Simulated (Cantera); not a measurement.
Charge: 1 mol SiC, 0.14 mol Si, 1.8 mol N₂, at 2850 K and 47.3 Torr.

Equilibrium computed with Cantera from the NASA thermochemical tables; the gas is ideal and each condensed phase is pure. Candidate condensed phases: C, Si, SiC, Si₃N₄; 20 gas species. The tables' values for SiN are old estimates; treat these amounts as uncertain. Kinetics and transport are ignored.

Base state: N₂ 0.630, Si 0.200, SiC₂ 0.124, Si₂C 0.0340, CN 0.00416, SiN 0.00253, Si₂ 0.00224, C₃ 0.000917 (mole fractions); condensed: C(graphite).

Question: What changes in the equilibrium state with this change: temperature from 2850 K to 1998.15 K?

Answer: 
| species | before | after |
|---|---|---|
| N₂ | 0.630 | 0.999 |
| Si | 0.200 | 0.000676 |
| Si₂N | 0.000488 | 5.84e-5 |
| SiC₂ | 0.124 | 8.23e-8 |
| Si₂C | 0.0340 | 1.84e-5 |
| C₃ | 0.000917 | <1e-9 |
| SiC | 0.000433 | <1e-9 |
| C | 0.000179 | <1e-9 |
| C(graphite), mol | 0.173 | 0 |
| Si(l), mol | 0 | 0.138 |
| SiC(s), mol | 0 | 1.000 |
Mutual solubility and eutectic melting of coexisting phases are not modelled.

Question: What changes in the equilibrium state with this change: N₂ from 1.8 to 0.81 mol?

Answer: 
```csv
species,before,after
N₂,0.630,0.443
Si,0.200,0.290
SiC₂,0.124,0.180
Si₂C,0.0340,0.0715
Si₃,9.23e-5,0.000281
Si₂,0.00224,0.00472
"C(graphite), mol",0.173,0.203
```
